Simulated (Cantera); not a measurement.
Feed: 1 mol SiH2Cl2, 1.7 mol NH3, equilibrated at 1077 °C and 10.0 mbar.

Method: chemical equilibrium by Gibbs-energy minimisation in Cantera with the NASA 1993 tables (ideal gas, pure condensed phases). Candidate condensed phases: NH4Cl, Si, Si3N4; 28 gas species. The tables' values for SiCl3 are old estimates; treat these amounts as uncertain. Kinetics and transport are ignored.

Base state: H2 0.570, HCl 0.349, N2 0.0555, SiCl2 0.0130, SiCl4 0.00740, SiCl3 0.00439, SiHCl3 0.000693, H 1.80e-5 (mole fractions); condensed: Si3N4(s).

**Question.** What changes in the equilibrium state with this change: 0.1 mol HF added?

**Answer.** 
| species | before | after |
|---|---|---|
| H2 | 0.570 | 0.567 |
| HCl | 0.349 | 0.344 |
| N2 | 0.0555 | 0.0572 |
| SiF4 | 0 | 0.00408 |
| SiCl2 | 0.0130 | 0.0125 |
| HF | 0 | 0.00187 |
| SiF3 | 0 | 0.000573 |
| SiHF3 | 0 | 0.000183 |
| SiF2 | 0 | 6.13e-5 |
| SiCl4 | 0.00740 | 0.00696 |
| Si3N4(s), mol | 0.293 | 0.286 |
The tables' values for SiCl3, SiF3, SiF2 are old estimates; treat these amounts as uncertain.

**Question.** What changes in the equilibrium state with this change: temperature from 1077 °C to 475 °C?

**Answer.** 
```json
[
 {"species": "H2", "before": "0.570", "after": "0.612"},
 {"species": "HCl", "before": "0.349", "after": "0.293"},
 {"species": "N2", "before": "0.0555", "after": "0.0615"},
 {"species": "SiCl4", "before": "0.00740", "after": "0.0335"},
 {"species": "SiCl2", "before": "0.0130", "after": "<1e-9"},
 {"species": "SiCl3", "before": "0.00439", "after": "8.91e-8"},
 {"species": "H", "before": "1.80e-5", "after": "<1e-9"},
 {"species": "Si3N4(s), mol", "before": "0.293", "after": "0.281"}
]
```

**Question.** What changes in the equilibrium state with this change: NH3 from 1.7 to 7.3 mol?

**Answer.** 
```
species          before     after
-------------  --------  --------
H2                0.570     0.688
N2               0.0555     0.188
HCl               0.349     0.124
SiCl2            0.0130  0.000603
SiCl4           0.00740   3.59e-5
SiCl3           0.00439   6.59e-5
SiHCl3         0.000693   1.14e-5
Si3N4(s), mol     0.293     0.330
```
